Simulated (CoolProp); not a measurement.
Computed with CoolProp (reference Helmholtz-energy equation of state, Gao 2022).

### Question
Give the vapour pressure (bar), vapour density (kg/m³) of saturated n-perfluorohexane at -28.75, -15.05, -11.65 °C.

### Answer
| T (°C) | p (bar) | vapour density (kg/m³) |
|---|---|---|
| -28.75 | 0.0141 | 0.235 |
| -15.05 | 0.0357 | 0.565 |
| -11.65 | 0.0441 | 0.689 |
